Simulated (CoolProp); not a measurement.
A closed Brayton cycle with carbon dioxide: compressor inlet 333.15 K and 9.3 MPa, high pressure 22.5 MPa, turbine inlet 860 K, compressor efficiency 0.8, turbine efficiency 0.85, recuperator effectiveness 0 (on enthalpy, no pinch check). Each further row changes one setting.

Values from CoolProp's reference Helmholtz-energy equation of state, Span 1996.

| case | thermal efficiency (%) | net work (kJ/kg) | compressor to turbine work | compressor exit (K) | turbine exit (K) |
|---|---|---|---|---|---|
| as stated | ? | 67.2 | 0.42 | 408.3 | 756.6 |
| turbine inlet 810 K | 11.2 | ? | ? | 408.3 | 710.2 |
| compressor inlet 343.15 K | 10.8 | ? | ? | 424.2 | 756.6 |
| high pressure 19.1 MPa | ? | ? | 0.40 | 393.9 | 775.3 |
| recuperator effectiveness 0.5 | ? | 67.2 | 0.42 | 408.3 | 756.6 |

Task: Fill in the missing entries.

Result: 
- as stated, thermal efficiency (%): 11.3
- turbine inlet 810 K, net work (kJ/kg): 59.7
- turbine inlet 810 K, compressor to turbine work: 0.45
- compressor inlet 343.15 K, net work (kJ/kg): 61.2
- compressor inlet 343.15 K, compressor to turbine work: 0.47
- high pressure 19.1 MPa, thermal efficiency (%): 9.5
- high pressure 19.1 MPa, net work (kJ/kg): 57.3
- recuperator effectiveness 0.5, thermal efficiency (%): 17.2
